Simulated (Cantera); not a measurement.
Standard-state values (1 bar) from the NASA 1993 polynomials, evaluated with Cantera. Values are per mole of reaction as written; species without (g) are pure solids or liquids, kept so even where they would boil at 1 bar.

1.333 B + O2(g) = 0.6667 B2O3(g)

```tsv
T (K)	ΔH° (kJ)	ΔS° (J/K)	ΔG° (kJ)	log10 K	condensed phases
300	-557.3	-23.7	-550.2	95.80	B(s)
375	-557.3	-23.8	-548.4	76.39	B(s)
575	-557.8	-24.7	-543.6	49.38	B(s)
775	-558.5	-25.7	-538.5	36.30	B(s)
975	-559.3	-26.7	-533.3	28.57	B(s)
1175	-560.2	-27.5	-527.9	23.47	B(s)
1375	-561.2	-28.3	-522.3	19.84	B(s)
1575	-562.3	-29.0	-516.6	17.13	B(s)
1775	-563.5	-29.8	-510.7	15.03	B(s)
1975	(withheld)	(withheld)	(withheld)	(withheld)	B(s)
2175	(withheld)	(withheld)	(withheld)	(withheld)	B(s)
2375	-635.2	-60.5	-491.4	10.81	B(l)
```

### Question
Complete the blanks.

### Answer

- 1975, ΔH° (kJ): -564.9
- 1975, ΔS° (J/K): -30.5
- 1975, ΔG° (kJ): -504.7
- 1975, log10 K: 13.35
- 2175, ΔH° (kJ): -566.5
- 2175, ΔS° (J/K): -31.3
- 2175, ΔG° (kJ): -498.5
- 2175, log10 K: 11.97
